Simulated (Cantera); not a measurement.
Input: 1 mol SiO2, 2.3 mol CH4, 1.3 mol CO, held at 100000 Pa.

Method: chemical equilibrium by Gibbs-energy minimisation in Cantera with the NASA 1993 tables (ideal gas, pure condensed phases). Candidate condensed phases: C, C6H6, C7H8, C8H18, H2O, Si, SiC, SiO2; 123 gas species. Mutual solubility and eutectic melting of coexisting phases are not modelled. The tables hold silica as quartz up to 1696 K and as liquid above; real silica turns to tridymite and cristobalite and melts near 1996 K. Kinetics and transport are ignored.

**Question.** At 1773 K, list the 5 most abundant gas species with their mole fractions, and the condensed phases.

**Answer.** H2 0.613, CO 0.380, SiO 0.00593, H 0.000223, CH4 0.000182. Condensed: SiC(s) + SiO2(condensed).
